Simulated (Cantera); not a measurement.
Mixture: 14.2 % CH4, 14.2 % O2, 53.3 % N2, 18.4 % CO2, equivalence ratio 2.0, at 0.987 atm, adiabatic and at constant pressure. Ignition delay is the time to a rise of 400 K.

Detailed kinetics in Cantera: GRI-Mech 3.0 (53 species, 325 reactions).

### Question
Predict: delay at 1275 K; delay at 1425 K; delay at 1575 K; delay at 1725 K; delay at 1875 K; apparent activation energy between 1725 and 1875 K.

### Answer
| Quantity | Value |
|---|---|
| delay at 1275 K | 34.5 ms |
| delay at 1425 K | 5.29 ms |
| delay at 1575 K | 1.03 ms |
| delay at 1725 K | 0.276 ms |
| delay at 1875 K | 0.101 ms |
| apparent activation energy between 1725 and 1875 K | 180 kJ/mol |
